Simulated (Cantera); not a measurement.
Standard-state values (1 bar) from the NASA 1993 polynomials, evaluated with Cantera. Values are per mole of reaction as written; species without (g) are pure solids or liquids, kept so even where they would boil at 1 bar. TaC: taken at fixed stoichiometry.

3 H(g) + TaC = Ta + CH3(g)

```json
[
 {"T (K)": "1398", "ΔH° (kJ)": "…", "ΔS° (J/K)": "…", "ΔG° (kJ)": "…", "log10 K": "…"},
 {"T (K)": "1498", "ΔH° (kJ)": "…", "ΔS° (J/K)": "…", "ΔG° (kJ)": "…", "log10 K": "…"},
 {"T (K)": "1598", "ΔH° (kJ)": "-399.3", "ΔS° (J/K)": "-202.3", "ΔG° (kJ)": "-76.0", "log10 K": "2.49"},
 {"T (K)": "1698", "ΔH° (kJ)": "…", "ΔS° (J/K)": "…", "ΔG° (kJ)": "…", "log10 K": "…"},
 {"T (K)": "1798", "ΔH° (kJ)": "-403.0", "ΔS° (J/K)": "-204.5", "ΔG° (kJ)": "-35.4", "log10 K": "1.03"},
 {"T (K)": "1898", "ΔH° (kJ)": "…", "ΔS° (J/K)": "…", "ΔG° (kJ)": "…", "log10 K": "…"}
]
```

### Question
Complete the blanks.

### Answer

- 1398, ΔH° (kJ): -395.3
- 1398, ΔS° (J/K): -199.6
- 1398, ΔG° (kJ): -116.2
- 1398, log10 K: 4.34
- 1498, ΔH° (kJ): -397.3
- 1498, ΔS° (J/K): -201.0
- 1498, ΔG° (kJ): -96.2
- 1498, log10 K: 3.35
- 1698, ΔH° (kJ): -401.2
- 1698, ΔS° (J/K): -203.5
- 1698, ΔG° (kJ): -55.8
- 1698, log10 K: 1.72
- 1898, ΔH° (kJ): -404.8
- 1898, ΔS° (J/K): -205.5
- 1898, ΔG° (kJ): -14.9
- 1898, log10 K: 0.41
